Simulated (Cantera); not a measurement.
Feed: 1 mol Si₃N₄, 0.0014 mol H₂O, 280 mol N₂, at 1777 °C and 13.3 mbar.

These are equilibrium values from Cantera (NASA tables, ideal gas, pure condensed phases), not measurements of a reactor. Candidate condensed phases: H₂O, Si, SiO₂, Si₂N₂O, Si₃N₄; 35 gas species. The tables' values for SiN are old estimates; treat these amounts as uncertain. Kinetics and transport are ignored.

Base state: N₂ 0.994, Si 0.00580, Si₂N 0.000194, SiN 0.000155, Si₂ 6.76e-5, Si₃ 1.41e-5 (mole fractions); condensed: Si(l).

Question: What changes in the equilibrium state with this change: temperature from 1777 °C to 802 °C?

Answer: 
| species | before | after |
|---|---|---|
| N₂ | 0.994 | 1.000 |
| Si | 0.00580 | <1e-9 |
| Si₂N | 0.000194 | <1e-9 |
| SiN | 0.000155 | <1e-9 |
| Si₂ | 6.76e-5 | <1e-9 |
| Si₃ | 1.41e-5 | <1e-9 |
| Si(l), mol | 1.15 | 0 |
| Si₂N₂O(s), mol | 0 | 0.00140 |
| Si₃N₄(s), mol | 0 | 0.999 |
Mutual solubility and eutectic melting of coexisting phases are not modelled.

Question: What changes in the equilibrium state with this change: pressure from 13.3 mbar to 6.10 Pa?

Answer: 
```
species       before    after
----------  --------  -------
N₂             0.994    0.989
Si           0.00580   0.0105
SiN         0.000155  1.89e-5
Si₂N        0.000194  1.97e-7
Si₃          1.41e-5  1.76e-9
Si₂          6.76e-5  1.01e-6
Si(l), mol      1.15        0
```

Question: What changes in the equilibrium state with this change: pressure from 13.3 mbar to 10.0 mbar?

Answer: 
```tsv
species	before	after
N₂	0.994	0.992
Si	0.00580	0.00773
Si₂N	0.000194	0.000224
Si₃	1.41e-5	1.89e-5
Si₂	6.76e-5	9.01e-5
Si(l), mol	1.15	0.556
```
